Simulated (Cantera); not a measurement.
Feed: 1 mol Si3H8, a varied amount of N2, 0.098 mol Cl2, at 1173 K and 31.0 mbar.

Equilibrium computed with Cantera from the NASA thermochemical tables; the gas is ideal and each condensed phase is pure. Candidate condensed phases: NH4Cl, Si, Si3N4; 28 gas species. The feed counts by its element totals alone. N2 is the only nitrogen source here; it is nearly inert below about 1500 K, so the nitride shown seldom forms there in practice. Kinetics and transport are ignored.

Task: At 5.6 mol N2, list the 3 most abundant gas species with their mole fractions, and the condensed phases.

Result: H2 0.507, N2 0.468, HCl 0.0255. Condensed: Si3N4(s).
